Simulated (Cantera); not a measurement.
Feed: 1 mol C2H2, 0.17 mol CO2, 97 mol H2, held at 10.0 Torr.

Cantera equilibrium calculation (NASA polynomials, part measured and part estimated; ideal gas, pure solids and liquids). Candidate condensed phases: C, C6H6, C7H8, C8H18, H2O; 110 gas species. The numbers say what is thermodynamically allowed, not how fast it happens. All values below are at 1950 K.

Base state: H2 0.986, H 0.00986, CO 0.00344, C2H2 (acetylene) 0.000539 (mole fractions); condensed: C(graphite).

**Question.** What changes in the equilibrium state with this change: CO2 from 0.17 to 0.03 mol?

**Answer.** 
```
species             before     after
----------------  --------  --------
H2                   0.986     0.989
H                  0.00986   0.00987
CO                 0.00344  0.000609
C2H2 (acetylene)  0.000539  0.000541
C(graphite), mol      1.72      1.86
```
